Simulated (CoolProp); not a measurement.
Cyclohexane along the isotherm 619.7 K: fugacity coefficient from the reference equation and from simpler models built on Tc = 553.6 K, pc = 40.81 bar, ω = 0.209; each cubic takes its own stable root.

Model: reference Helmholtz-energy equation of state, Zhou 2014, in CoolProp.

```
p (bar)          phase  reference
-------  -------------  ---------
51       supercritical     0.7218
102      supercritical     0.5101
153      supercritical     0.4157
204      supercritical     0.3724
255      supercritical     0.3518
306      supercritical     0.3437
357      supercritical     0.3436
408      supercritical     0.3492
```

How far does each simpler model (van der Waals, Redlich-Kwong, Soave-Redlich-Kwong, Peng-Robinson) lie from the reference over these 8 states: mean and median of the absolute difference, and the worst?


- van der Waals: mean 12.9 %, median 11.8 %, worst +30.4 % at 619.7 K and 408 bar
- Redlich-Kwong: mean 1.9 %, median 1.9 %, worst +3.2 % at 619.7 K and 408 bar
- Soave-Redlich-Kwong: mean 8.1 %, median 9.3 %, worst +11.7 % at 619.7 K and 408 bar
- Peng-Robinson: mean 2.5 %, median 2.3 %, worst -4.8 % at 619.7 K and 408 bar
